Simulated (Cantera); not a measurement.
Charge: 1 mol Ta, 1.3 mol CO₂, 340 mol H₂, at 7.50 Torr.

Cantera equilibrium calculation (NASA polynomials, part measured and part estimated; ideal gas, pure solids and liquids). Candidate condensed phases: C, C₆H₆, C₇H₈, C₈H₁₈, H₂O, Ta, TaC, Ta₂O₅; 113 gas species. Mutual solubility and eutectic melting of coexisting phases are not modelled. TaC: taken at fixed stoichiometry. Condensed phases not in the tables: Ta₂C, N, O or C dissolved in the metal. The numbers say what is thermodynamically allowed, not how fast it happens.

x: gas mole fraction; n: condensed amount in mol.

```csv
T (°C),x H₂,x H,x CO,x H₂O,x TaO₂,x TaO,x CH₄,n TaC(s),n Ta₂O₅(s),n Ta(s)
850,0.997,4.25e-7,0.00277,0.000119,<1e-12,<1e-12,4.48e-6,0.354,0.323,0
925,0.997,1.90e-6,0.00276,0.000146,<1e-12,<1e-12,7.98e-7,0.357,0.321,0
1000,0.997,7.12e-6,0.00276,0.000175,<1e-12,<1e-12,1.74e-7,0.360,0.320,0
1075,0.997,2.31e-5,0.00275,0.000205,1.33e-12,<1e-12,4.53e-8,0.363,0.319,0
1150,0.997,___,0.00274,___,___,___,___,0.366,0.317,0
1225,0.997,0.000172,0.00273,0.000265,4.62e-10,3.46e-11,4.61e-9,0.369,0.316,0
1300,0.997,0.000406,0.00272,0.000295,5.60e-9,6.50e-10,1.74e-9,0.372,0.314,0
1375,0.996,0.000889,0.00271,0.000325,5.38e-8,9.29e-9,7.19e-10,0.375,0.313,0
1450,0.994,0.00182,0.00381,0.000440,3.77e-7,7.54e-8,3.63e-10,0,0.230,0.540
1525,0.992,___,0.00380,___,___,___,___,0,0.213,0.572
1600,0.989,0.00642,0.00380,0.000998,9.87e-6,1.92e-6,4.51e-11,0,0.190,0.616
1675,0.984,0.0112,0.00379,0.00143,4.15e-5,7.98e-6,1.79e-11,0,0.156,0.672
```

**Question.** Some entries are withheld; supply them.

**Answer.** 
- 1525, x H: 0.00351
- 1525, x H₂O: 0.000676
- 1525, x TaO₂: 2.07e-6
- 1525, x TaO: 4.07e-7
- 1525, x CH₄: 1.22e-10
- 1150, x H: 6.63e-5
- 1150, x H₂O: 0.000235
- 1150, x TaO₂: 2.90e-11
- 1150, x TaO: 1.34e-12
- 1150, x CH₄: 1.36e-8
